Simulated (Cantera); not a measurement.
Cantera run, input and output.

```python
import numpy as np
import cantera as ct

gas = ct.Solution("h2o2.yaml")
gas.TPX = 1450, 120, {'H2': 0.0093, 'O2': 1}
reactor = ct.IdealGasConstPressureReactor(gas, energy="off", clone=False)
net = ct.ReactorNet([reactor])
net.rtol, net.atol = 1e-08, 1e-18
show = ['H2', 'O2', 'O', 'OH', 'H']
times = np.geomspace(2e-05, 100, 12)

steps = ct.SolutionArray(gas, extra=["t"])
rows = []
print(f"{'t/s':>10s}{'T/K':>9s}{'P/Pa':>11s}" + "".join(f"{s:>11s}" for s in show))
for t in times:
    while net.time < t:
        t_next = net.step()
        steps.append(gas.state, t=t_next)
    rows.append([np.interp(t, steps.t, y) for y in (steps.T, steps.P, *steps(*show).X.T)])
    print(f"{t:10.3e}{rows[-1][0]:9.1f}{rows[-1][1]:11.4g}" + "".join(f"{x:11.3e}" for x in rows[-1][2:]))
rate = np.gradient(steps.T, steps.t)
print("integrator steps:", len(steps.t))
if steps.T.max() > steps.T[0] + 200:
    print(f"time of steepest temperature rise: {steps.t[rate.argmax()]:.4e} s")
gas.TPX = 1450, 120, {'H2': 0.0093, 'O2': 1}
gas.equilibrate("TP")
print(f"equilibrium (TP): T = {gas.T:.1f} K  " + "  ".join(f"{s} {gas[s].X[0]:.3e}" for s in show))
```

Result:

```
       t/s      T/K       P/Pa         H2         O2          O         OH          H
 2.000e-05   1450.0        120  9.214e-03  9.908e-01  3.872e-11  3.870e-11  7.109e-10
 8.129e-05   1450.0        120  9.214e-03  9.908e-01  5.747e-10  5.734e-10  2.478e-09
 3.304e-04   1450.0        120  9.214e-03  9.908e-01  6.600e-09  6.536e-09  6.076e-09
 1.343e-03   1450.0        120  9.214e-03  9.908e-01  4.933e-08  4.739e-08  1.067e-08
 5.458e-03   1450.0        120  9.214e-03  9.908e-01  4.585e-07  4.129e-07  4.398e-08
 2.218e-02   1450.0        120  9.098e-03  9.907e-01  7.497e-05  6.533e-05  6.014e-06
 9.016e-02   1450.0        120  3.403e-05  9.818e-01  8.153e-03  1.367e-03  2.235e-04
 3.664e-01   1450.0        120  3.279e-05  9.819e-01  8.127e-03  1.357e-03  2.212e-04
 1.489e+00   1450.0        120  3.230e-05  9.820e-01  7.999e-03  1.347e-03  2.161e-04
 6.053e+00   1450.0        120  3.043e-05  9.825e-01  7.509e-03  1.308e-03  1.968e-04
 2.460e+01   1450.0        120  2.423e-05  9.842e-01  5.911e-03  1.168e-03  1.381e-04
 1.000e+02   1450.0        120  1.162e-05  9.876e-01  2.762e-03  8.104e-04  4.462e-05
integrator steps: 713
equilibrium (TP): T = 1450.0 K  H2 2.544e-07  O2 9.906e-01  O 5.807e-05  OH 1.201e-04  H 1.386e-07
```

Model: the H2/O2 subset of GRI-Mech 3.0, which has no nitrogen chemistry, integrated in Cantera. Radical loss at walls, strong at low pressure, is not modelled.
